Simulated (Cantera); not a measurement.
Charge: 1 mol AlCl₃, 0.76 mol H₂O, 13 mol N₂, held at 7.50 mbar.

These are equilibrium values from Cantera (NASA tables, ideal gas, pure condensed phases), not measurements of a reactor. Candidate condensed phases: Al, AlCl₃, AlN, Al₂O₃, H₂O, NH₄Cl; 45 gas species. The tables' values for AlCl₂ are old estimates; treat these amounts as uncertain. Kinetics and transport are ignored. All values below are at 2000 °C.

Base state: N₂ 0.806, HCl 0.0757, Cl 0.0728, AlCl 0.0257, H 0.00707, H₂ 0.00531, AlCl₂ 0.00379, AlOCl 0.00213 (mole fractions); condensed: Al₂O₃(s).

What changes in the equilibrium state with this change: pressure from 7.50 mbar to 1.33 mbar?


```json
[
 {"species": "N₂", "before": "0.806", "after": "0.788"},
 {"species": "Cl", "before": "0.0728", "after": "0.0958"},
 {"species": "HCl", "before": "0.0757", "after": "0.0527"},
 {"species": "H", "before": "0.00707", "after": "0.0210"},
 {"species": "AlCl", "before": "0.0257", "after": "0.0286"},
 {"species": "AlCl₃", "before": "0.000668", "after": "4.06e-5"},
 {"species": "O₂", "before": "2.06e-6", "after": "1.45e-5"},
 {"species": "O", "before": "7.02e-5", "after": "0.000441"},
 {"species": "AlO", "before": "2.06e-5", "after": "0.000110"},
 {"species": "Al₂O₃(s), mol", "before": "0.239", "after": "0.230"}
]
```
The tables' values for AlCl₂, AlOH are old estimates; treat these amounts as uncertain.
